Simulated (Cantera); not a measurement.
**Thermodynamics of silicon etching in halogen gases, feed Si + HF + H2**

A closed system holds: 1 mol Si, 6.7 mol HF, a varied amount of H2, equilibrated at 1098.15 K and 10.0 mbar.

These are equilibrium values from Cantera (NASA tables, ideal gas, pure condensed phases), not measurements of a reactor. Candidate condensed phases: Si; 25 gas species. The numbers say what is thermodynamically allowed, not how fast it happens.

```tsv
n(H2) (mol)	log p H2	log p HF	log p SiF4	log p SiHF3	log p SiF3	log p H	log p H2F2
5.4	-2.18	-2.61	-3.05	-7.64	-8.21	-8.69	-9.77
10	-2.12	-2.76	-3.20	-7.58	-8.18	-8.66	-10.07
15	-2.09	-2.88	-3.32	-7.55	-8.16	-8.65	-10.31
19	-2.07	-2.96	-3.39	-7.53	-8.16	-8.64	-10.46
24	-2.06	-3.04	-3.47	-7.52	-8.15	-8.63	-10.62
28	-2.05	-3.10	-3.53	-7.51	-8.15	-8.63	-10.73
33	-2.04	-3.16	-3.59	-7.51	-8.14	-8.63	-10.85
38	-2.04	-3.21	-3.64	-7.50	-8.14	-8.62	-10.96
42	-2.04	-3.25	-3.68	-7.50	-8.14	-8.62	-11.03
47	-2.03	-3.29	-3.72	-7.49	-8.14	-8.62	-11.12
51	-2.03	-3.32	-3.75	-7.49	-8.14	-8.62	-11.18
56	-2.03	-3.36	-3.79	-7.49	-8.14	-8.62	-11.26
61	-2.02	-3.39	-3.82	-7.49	-8.13	-8.62	-11.32
```
log p: log10 of the partial pressure in bar; nothing condenses.

From 5.4 mol H2 to 61 mol H2 nothing is condensed. The main Si-bearing gas is SiF4 throughout.
